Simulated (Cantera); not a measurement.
## MgO + NF3 + O2 (oxide etching and cleaning by halides)

A closed system holds: 1 mol MgO, 1 mol NF3, a varied amount of O2, equilibrated at 1425 °C and 0.000470 bar.

Cantera equilibrium calculation (NASA polynomials, part measured and part estimated; ideal gas, pure solids and liquids). Candidate condensed phases: Mg, MgF2, MgO; 24 gas species. The numbers say what is thermodynamically allowed, not how fast it happens.

| n(O2) (mol) | log p O2 | log p F | log p MgF2 | log p N2 |
|---|---|---|---|---|
| 0.12 | -4.03 | -3.82 | -3.82 | -4.12 |
| 0.17 | -4.01 | -3.83 | -3.83 | -4.13 |
| 0.26 | -3.96 | -3.84 | -3.84 | -4.14 |
| 0.39 | -3.91 | -3.86 | -3.86 | -4.16 |
| 0.59 | -3.85 | -3.88 | -3.88 | -4.19 |
| 0.88 | -3.78 | -3.92 | -3.92 | -4.22 |
| 1.3 | -3.71 | -3.96 | -3.96 | -4.27 |
| 2 | -3.63 | -4.03 | -4.03 | -4.33 |
| 2.9 | -3.57 | -4.10 | -4.10 | -4.40 |
| 4.4 | -3.51 | -4.20 | -4.20 | -4.50 |
| 6.6 | -3.46 | -4.31 | -4.31 | -4.62 |
| 9.9 | -3.42 | -4.44 | -4.44 | -4.75 |
| 15 | -3.39 | -4.58 | -4.58 | -4.89 |
log p: log10 of the partial pressure in bar; nothing condenses.

From 0.12 mol O2 to 15 mol O2 nothing is condensed. The main Mg-bearing gas is MgF2 throughout.
